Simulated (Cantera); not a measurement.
Input: 1 mol BF3, 9 mol NH3, 0.2 mol N2, held at 1627 °C and 10000 Pa.

Equilibrium computed with Cantera from the NASA thermochemical tables; the gas is ideal and each condensed phase is pure. Candidate condensed phases: B, BN; 31 gas species. The tables' values for BF2 are old estimates; treat these amounts as uncertain. The numbers say what is thermodynamically allowed, not how fast it happens.

Base state: H2 0.677, N2 0.241, HF 0.0294, BF3 0.0293, BF2 0.0124, BF 0.00446, BHF2 0.00400, H 0.00207 (mole fractions); condensed: BN(s).

### Question
What changes in the equilibrium state with this change: temperature from 1627 °C to 1277 °C?

### Answer
```tsv
species	before	after
H2	0.677	0.690
N2	0.241	0.241
BF3	0.0293	0.0427
BF2	0.0124	0.000479
HF	0.0294	0.0247
BF	0.00446	1.23e-5
H	0.00207	8.27e-5
BHF2	0.00400	0.00125
BN(s), mol	0.0266	0.147
```
